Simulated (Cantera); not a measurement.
A perfectly stirred reactor is fed with 5.45 % CH4, 2.07 % C2H6, 1.36 % C3H8, 19.2 % O2, 71.9 % N2, at 500000 Pa; it is adiabatic with a 725 K inlet, and is followed from long to short residence time, starting on the burning branch (τ in s: 0.11, 0.04, 0.015, 0.0055, 0.002, 0.00076, 0.00028, 0.0001, 3.9e-05, 1.4e-05).

Cantera simulation using GRI-Mech 3.0 (53 species, 325 reactions); the numbers are that mechanism's predictions, not measurements. GRI-Mech 3.0 was tuned for natural gas; its chemistry of propane as a main component is partial and can be far from experiment.

One state of this run: T (K) = 2243; x CH4 = 0.000674; x C2H6 = 3.03e-5; x C3H8 = 1.44e-5; x NO = 0.000314; x H2 = 0.0375; x CH3 = 0.000684. x: mole fraction; the columns are a selection and need not sum to one.

### Question
Which value of τ (s) does it belong to?
A) 0.0020
B) 0.00010
C) 3.9e-5
D) 0.11

### Answer
C, 3.9e-5
